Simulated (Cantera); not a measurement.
A freely propagating, adiabatic, planar premixed flame of H₂ : O₂ : N₂ = 1 : 0.22 : 1.04 (molar parts), equivalence ratio 2.3, unburnt at 650 K and 1000000 Pa; mixture-averaged transport, grid criteria slope 0.08 and curve 0.16, no radiation.

Model: the H2/O2 subset of GRI-Mech 3.0, which has no nitrogen chemistry, integrated in Cantera. The hydrogen kinetics of GRI-Mech 3.0 are dated; newer H2 mechanisms differ, most at raised pressure. Burning velocities carry a grid error of a few per cent, more on coarse grids.

**Question.** Predict: laminar burning velocity; thermal thickness; peak x(H₂O₂); peak x(H); peak x(O).

**Answer.** 
```json
{
  "laminar_burning_velocity": "737 cm/s",
  "thermal_thickness": "0.0270 mm",
  "peak x(H₂O₂)": "7.36e-5",
  "peak x(H)": "0.0319",
  "peak x(O)": "0.00112"
}
```
